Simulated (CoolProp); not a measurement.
Model: reference Helmholtz-energy equation of state, Thol 2012, in CoolProp.

Q: For benzene, give the phase and the Joule-Thomson coefficient (K/MPa) at 532.8 K and 27.7 bar; 587.9 K and 37 bar; 481.6 K and 1.77 bar.

A: 
- 532.8 K and 27.7 bar: gas; Joule-Thomson coefficient 14.1
- 587.9 K and 37 bar: gas; Joule-Thomson coefficient 9.31
- 481.6 K and 1.77 bar: gas; Joule-Thomson coefficient 11.6
